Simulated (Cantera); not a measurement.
Thermodynamics of carbon deposition, reforming and gasification, feed CH4 + H2O

Feed: 1 mol CH4, 0.73 mol H2O, equilibrated at 35.0 bar.

Method: chemical equilibrium by Gibbs-energy minimisation in Cantera with the NASA 1993 tables (ideal gas, pure condensed phases). Candidate condensed phases: C, C6H6, C7H8, C8H18, H2O; 110 gas species. The ideal-gas law is rough above about 30 bar. Equilibrium is a limit: real reactors are often held back by kinetics, nucleation or transport.

| T (°C) | x CH4 | x H2 | x H2O | x CO | x CO2 | n C(graphite) |
|---|---|---|---|---|---|---|
| 477 | 0.531 | 0.0867 | 0.361 | 0.000826 | 0.0210 | 0 |
| 527 | 0.511 | 0.122 | 0.336 | 0.00246 | 0.0286 | 0 |
| 577 | 0.486 | 0.164 | 0.307 | 0.00632 | 0.0362 | 0 |
| 627 | 0.456 | 0.212 | 0.275 | 0.0142 | 0.0424 | 0 |
| 677 | 0.418 | 0.267 | 0.242 | 0.0277 | 0.0450 | 0.00365 |
| 727 | 0.368 | 0.332 | 0.212 | 0.0461 | 0.0422 | 0.0262 |
| 777 | 0.317 | 0.397 | 0.178 | 0.0706 | 0.0373 | 0.0413 |
| 827 | 0.266 | 0.460 | 0.143 | 0.0994 | 0.0305 | 0.0478 |
x: gas mole fraction; n: condensed amount in mol.

From 477 °C to 627 °C nothing is condensed. From 677 °C to 827 °C the condensed part is C(graphite). The main C-bearing gas is CH4 throughout.
